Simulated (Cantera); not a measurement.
Feed: 1 mol C₂F₆, held at 1352 °C.

Cantera equilibrium calculation (NASA polynomials, part measured and part estimated; ideal gas, pure solids and liquids). Candidate condensed phases: C; 13 gas species. The feed counts by its element totals alone. Gases not in the tables: C₂F₆ and larger saturated fluorocarbons. The numbers say what is thermodynamically allowed, not how fast it happens.

x: gas mole fraction; n: condensed amount in mol.

```json
[
 {"P (Pa)": "1", "x CF₄": "0.853", "x F": "0.0752", "x CF₂": "0.0697", "x CF₃": "…", "n C(graphite)": "0.473"},
 {"P (Pa)": "10", "x CF₄": "0.962", "x F": "0.0138", "x CF₂": "0.0234", "x CF₃": "…", "n C(graphite)": "0.487"},
 {"P (Pa)": "100", "x CF₄": "0.989", "x F": "0.00247", "x CF₂": "0.00751", "x CF₃": "…", "n C(graphite)": "0.495"},
 {"P (Pa)": "1000", "x CF₄": "0.997", "x F": "0.000439", "x CF₂": "0.00238", "x CF₃": "…", "n C(graphite)": "0.498"},
 {"P (Pa)": "10000", "x CF₄": "0.999", "x F": "7.82e-5", "x CF₂": "0.000754", "x CF₃": "…", "n C(graphite)": "0.499"},
 {"P (Pa)": "100000", "x CF₄": "1.000", "x F": "1.39e-5", "x CF₂": "0.000239", "x CF₃": "…", "n C(graphite)": "0.500"}
]
```

Question: Complete the blanks.

Answer: 
- 1, x CF₃: 0.00200
- 10, x CF₃: 0.00123
- 100, x CF₃: 0.000708
- 1000, x CF₃: 0.000400
- 10000, x CF₃: 0.000225
- 100000, x CF₃: 0.000127
